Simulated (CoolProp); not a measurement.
The numbers come from the reference Helmholtz-energy equation of state, Thol 2014 in CoolProp.

**Question.** For diethyl ether, give the phase and the density (kg/m³), cp (kJ/(kg K)), speed of sound (m/s), fugacity coefficient at 548 K and 55.8 bar.

**Answer.** 
- 548 K and 55.8 bar: supercritical; density 138, cp 3.05, speed of sound 184, fugacity coefficient 0.727
